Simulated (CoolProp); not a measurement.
Properties of acetone along the isobar 28000 kPa.

Computed with CoolProp (reference Helmholtz-energy equation of state, Lemmon 2006). It is a short technical equation, of lower accuracy than the large ones.

```
T (K)   phase  density (kg/m³)  fugacity coefficient
-----  ------  ---------------  --------------------
317.4  liquid            790.7              0.005031
327.2  liquid            781.3              0.006990
337    liquid            771.8              0.009484
346.8  liquid            762.3               0.01259
356.6  liquid            752.7               0.01639
366.3  liquid            743.1               0.02090
376.1  liquid            733.4               0.02628
385.9  liquid            723.5               0.03256
395.7  liquid            713.6               0.03977
405.5  liquid            703.5               0.04796
```
